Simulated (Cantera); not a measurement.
## Nitride etching: BN + HCl + H2

Input: 1 mol BN, 5.6 mol HCl, 25 mol H2, held at 0.120 bar.

Equilibrium computed with Cantera from the NASA thermochemical tables; the gas is ideal and each condensed phase is pure. Candidate condensed phases: B, BN, NH4Cl; 21 gas species. The tables' values for BCl, BCl2, BH2 are old estimates; treat these amounts as uncertain. Gases not in the tables: BHCl2. The numbers say what is thermodynamically allowed, not how fast it happens.

From 825 K to 1925 K the condensed part is BN(s).

```tsv
T (K)	log p H2	log p HCl	log p BCl	log p H	log p N2	log p BCl2	log p BCl3	n BN(s)
825	-1.01	-1.66	<-12	-11.60	-7.44	<-12	-7.07	1.000
925	-1.01	-1.66	<-12	-10.09	-6.81	<-12	-6.49	1.000
1025	-1.01	-1.66	<-12	-8.87	-6.32	-11.31	-6.01	1.000
1125	-1.01	-1.66	-11.55	-7.86	-5.92	-9.88	-5.62	0.999
1225	-1.01	-1.66	-9.89	-7.01	-5.59	-8.69	-5.29	0.999
1325	-1.01	-1.66	-8.48	-6.29	-5.31	-7.69	-5.01	0.997
1425	-1.01	-1.66	-7.27	-5.67	-5.06	-6.82	-4.77	0.996
1525	-1.01	-1.66	-6.23	-5.13	-4.84	-6.08	-4.56	0.993
1625	-1.01	-1.66	-5.33	-4.66	-4.62	-5.45	-4.40	0.988
1725	-1.01	-1.66	-4.58	-4.24	-4.35	-4.93	-4.30	0.977
1825	-1.01	-1.67	-3.96	-3.86	-4.00	-4.52	-4.27	0.949
1925	-1.01	-1.67	-3.45	-3.52	-3.62	-4.20	-4.29	0.877
```
log p: log10 of the partial pressure in bar; n: condensed amount in mol.
